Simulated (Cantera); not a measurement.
An adiabatic, constant-pressure homogeneous reactor starts with H₂ : O₂ : N₂ : H₂O = 1 : 0.417 : 1.57 : 0.84 (molar parts), at 1100 K and 5.00 bar. Integrator tolerance rtol = 1e-08.

Detailed kinetics in Cantera: GRI-Mech 3.0 (53 species, 325 reactions). The hydrogen kinetics of GRI-Mech 3.0 are dated; newer H2 mechanisms differ, most at raised pressure.

Q: What does this change do: H2 1 to 2.4 parts?

A: 
| quantity | before | after |
|---|---|---|
| time of steepest temperature rise | 2.05 ms | 1.36 ms |
| temperature at 5.00 s | 2480 K | 2195 K |
| equilibrium temperature | 2480 K | 2195 K |
| x(H₂) at 5.00 s | 0.0515 (gas-phase equilibrium 0.0515) | 0.325 (gas-phase equilibrium 0.325) |
| x(O₂) at 5.00 s | 0.000517 (gas-phase equilibrium 0.000517) | 2.82e-7 (gas-phase equilibrium 2.82e-7) |
| x(H₂O) at 5.00 s | 0.482 (gas-phase equilibrium 0.482) | 0.348 (gas-phase equilibrium 0.348) |
| x(NO₂) at 5.00 s | 8.48e-8 (gas-phase equilibrium 8.48e-8) | 3.10e-11 (gas-phase equilibrium 3.10e-11) |
| x(HO₂) at 5.00 s | 4.93e-7 (gas-phase equilibrium 4.93e-7) | 6.38e-10 (gas-phase equilibrium 6.38e-10) |
